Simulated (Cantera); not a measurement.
**Sublimation and decomposition of ceramics: MgO + H2**

Input: 1 mol MgO, 1.2 mol H2, at 1925 K.

Method: chemical equilibrium by Gibbs-energy minimisation in Cantera with the NASA 1993 tables (ideal gas, pure condensed phases). Candidate condensed phases: H2O, Mg, MgO, Mg(OH)2; 15 gas species. The tables' values for MgH are old estimates; treat these amounts as uncertain. Rates play no part.

From 1.00 Pa to 10.0 bar the condensed part is MgO(s). The main Mg-bearing gas is Mg throughout. The share of Mg in condensed phases is highest at 10.0 bar (99.9 %) and lowest at 1.00 Pa (29.7 %).

```tsv
P (Pa)	x H2	x Mg	x H2O	x H	x OH	x O	n MgO(s)
1	0.200	0.335	0.297	0.135	0.0174	0.00877	0.297
7.20	0.531	0.193	0.190	0.0821	0.00254	0.000293	0.696
52	0.788	0.0871	0.0868	0.0372	0.000354	1.25e-5	0.883
370	0.915	0.0351	0.0351	0.0150	4.98e-5	6.11e-7	0.956
2700	0.967	0.0134	0.0134	0.00572	6.84e-6	3.02e-8	0.984
19000	0.988	0.00507	0.00511	0.00218	9.74e-7	1.60e-9	0.994
140000	0.995	0.00187	0.00190	0.000806	1.33e-7	8.03e-11	0.998
1000000	0.998	0.000689	0.000722	0.000302	1.89e-8	4.26e-12	0.999
```
x: gas mole fraction; n: condensed amount in mol.
